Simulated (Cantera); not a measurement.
A closed system holds: 1 mol C₂H₂, 3.1 mol H₂O, 6 mol H₂, equilibrated at 2823.15 K and 101000 Pa.

Method: chemical equilibrium by Gibbs-energy minimisation in Cantera with the NASA 1993 tables (ideal gas, pure condensed phases). Candidate condensed phases: C, C₆H₆, C₇H₈, C₈H₁₈, H₂O; 110 gas species. Kinetics and transport are ignored.

Base state: H₂ 0.683, CO 0.156, H₂O 0.0821, H 0.0728, CO₂ 0.00268, OH 0.00251, O 0.000168 (mole fractions); condensed: gas only.

**Question.** What changes in the equilibrium state with this change: H₂O from 3.1 to 2.6 mol?

**Answer.** 
```csv
species,before,after
H₂,0.683,0.712
CO,0.156,0.164
H,0.0728,0.0743
H₂O,0.0821,0.0467
O,0.000168,9.17e-5
OH,0.00251,0.00140
CO₂,0.00268,0.00154
```
